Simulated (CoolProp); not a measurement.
The numbers come from the reference Helmholtz-energy equation of state, Lemmon 2013 in CoolProp.

Q: Give the vapour pressure (kPa), liquid density (kg/m³), vapour Z of saturated propylene at 218.8, 249.9 K.

A: 
```csv
T (K),p (kPa),liquid density (kg/m³),vapour Z
218.8,73.8,618,0.971
249.9,272,579,0.928
```
